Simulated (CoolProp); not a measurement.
Properties of C2F6 (R116) along the isobar 2200 kPa (Tc = 19.9 °C, pc = 3048 kPa, ω = 0.257).

Model: reference Helmholtz-energy equation of state, Lemmon 2006, in CoolProp. It is a short technical equation, of lower accuracy than the large ones.

```csv
T (°C),phase,density (kg/m³),speed of sound (m/s),Joule-Thomson coefficient (K/MPa),expansivity (1/kK)
-71.05,liquid,1584,544.0,-0.2887,2.794
-61.55,liquid,1541,505.0,-0.2411,[?]
-51.95,liquid,1495,465.3,-0.1816,3.286
-42.45,liquid,1447,425.6,-0.1068,3.640
-32.85,liquid,1394,384.5,-0.006497,4.121
-23.35,liquid,1337,[?],0.1325,4.801
-13.75,liquid,1270,296.8,0.3463,5.880
-4.15,liquid,1190,246.1,0.7225,7.896
5.35,liquid,1082,183.6,1.627,13.63
14.95,gas,194.4,96.81,14.81,15.09
24.45,gas,172.6,105.8,12.09,10.61
34.05,gas,157.7,[?],10.27,8.421
```

Problem. Some entries are withheld; supply them.

Solution. 
- -61.55, expansivity (1/kK): 3.010
- -23.35, speed of sound (m/s): 342.2
- 34.05, speed of sound (m/s): 112.8
